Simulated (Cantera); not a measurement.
Thermodynamics of silicon oxide and oxynitride deposition, feed TEOS + N2O

Charge: 1 mol TEOS, 0.3 mol N2O, held at 12.0 Pa.

These are equilibrium values from Cantera (NASA tables, ideal gas, pure condensed phases), not measurements of a reactor. Candidate condensed phases: C, C6H6, C7H8, C8H18, H2O, Si, SiC, SiO2, Si2N2O, Si3N4; 151 gas species. The feed counts by its element totals alone. The tables' values for SiN are old estimates; treat these amounts as uncertain. The numbers say what is thermodynamically allowed, not how fast it happens.

From 1748 K to 2048 K the condensed part is C(graphite) + SiC(s). At 2073 K the condensed part is C(graphite). The main Si-bearing gas is SiO at 1748 K and Si at 2073 K. The share of Si in condensed phases is highest at 1748 K (97.6 %) and lowest at 2073 K (0.0 %).

```csv
T (K),x H2,x CO,x H,x Si,x N2,x SiC2,x SiO,n C(graphite),n SiC(s)
1748,0.670,0.291,0.0171,0.000229,0.0201,2.44e-6,0.00138,2.73,0.976
1773,0.666,0.290,0.0212,0.000377,0.0200,4.69e-6,0.00149,2.74,0.972
1798,0.662,0.289,0.0262,0.000613,0.0199,8.84e-6,0.00160,2.74,0.967
1823,0.657,0.288,0.0321,0.000984,0.0198,1.64e-5,0.00171,2.75,0.959
1848,0.650,0.286,0.0390,0.00156,0.0197,2.99e-5,0.00182,2.76,0.948
1873,0.643,0.285,0.0472,0.00244,0.0195,5.35e-5,0.00194,2.77,0.932
1898,0.634,0.283,0.0568,0.00377,0.0193,9.44e-5,0.00205,2.79,0.908
1923,0.623,0.281,0.0679,0.00576,0.0191,0.000164,0.00217,2.83,0.873
1948,0.610,0.278,0.0805,0.00871,0.0189,0.000281,0.00228,2.87,0.820
1973,0.594,0.274,0.0950,0.0130,0.0185,0.000475,0.00240,2.94,0.741
1998,0.576,0.270,0.111,0.0193,0.0182,0.000791,0.00250,3.04,0.624
2023,0.554,0.264,0.129,0.0283,0.0177,0.00130,0.00259,3.19,0.450
2048,0.528,0.257,0.148,0.0411,0.0172,0.00211,0.00267,3.41,0.190
2073,0.502,0.251,0.170,0.0502,0.0167,0.00288,0.00234,3.56,0
```
x: gas mole fraction; n: condensed amount in mol.
